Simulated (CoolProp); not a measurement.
Vapour-liquid equilibrium of benzene (1) + n-nonane (2) at 0.0372 MPa; x and y are mole fractions of (1).

Values from CoolProp's multi-fluid Helmholtz-energy mixture model, Thol 2012 and Lemmon 2006; pair parameters Bell 2016.

```json
[
 {"x": "0.05", "bubble temperature (°C)": "102.7", "y at the bubble point": "0.401", "dew temperature at overall composition x (°C)": "115.1", "liquid density (mol/L)": "5.210"},
 {"x": "0.125", "bubble temperature (°C)": "88.6", "y at the bubble point": "0.668", "dew temperature at overall composition x (°C)": "112.8", "liquid density (mol/L)": "5.521"},
 {"x": "0.2", "bubble temperature (°C)": "79.7", "y at the bubble point": "0.784", "dew temperature at overall composition x (°C)": "110.3", "liquid density (mol/L)": "5.822"},
 {"x": "0.275", "bubble temperature (°C)": "73.7", "y at the bubble point": "0.844", "dew temperature at overall composition x (°C)": "107.7", "liquid density (mol/L)": "6.126"},
 {"x": "0.35", "bubble temperature (°C)": "69.3", "y at the bubble point": "0.881", "dew temperature at overall composition x (°C)": "104.8", "liquid density (mol/L)": "6.445"},
 {"x": "0.425", "bubble temperature (°C)": "66.0", "y at the bubble point": "0.905", "dew temperature at overall composition x (°C)": "101.6", "liquid density (mol/L)": "6.784"},
 {"x": "0.5", "bubble temperature (°C)": "63.3", "y at the bubble point": "0.923", "dew temperature at overall composition x (°C)": "98.2", "liquid density (mol/L)": "7.151"},
 {"x": "0.575", "bubble temperature (°C)": "61.0", "y at the bubble point": "0.938", "dew temperature at overall composition x (°C)": "94.3", "liquid density (mol/L)": "7.551"},
 {"x": "0.65", "bubble temperature (°C)": "59.0", "y at the bubble point": "0.950", "dew temperature at overall composition x (°C)": "89.8", "liquid density (mol/L)": "7.991"},
 {"x": "0.725", "bubble temperature (°C)": "57.1", "y at the bubble point": "0.961", "dew temperature at overall composition x (°C)": "84.6", "liquid density (mol/L)": "8.478"},
 {"x": "0.8", "bubble temperature (°C)": "55.3", "y at the bubble point": "0.972", "dew temperature at overall composition x (°C)": "78.2", "liquid density (mol/L)": "9.021"},
 {"x": "0.875", "bubble temperature (°C)": "53.6", "y at the bubble point": "0.982", "dew temperature at overall composition x (°C)": "70.0", "liquid density (mol/L)": "9.630"},
 {"x": "0.95", "bubble temperature (°C)": "51.9", "y at the bubble point": "0.993", "dew temperature at overall composition x (°C)": "59.0", "liquid density (mol/L)": "10.32"}
]
```

No azeotrope shows between x = 0.05 and 0.95.

Pair parameters are fitted to limited data, so mixtures are less certain than the pure fluids.
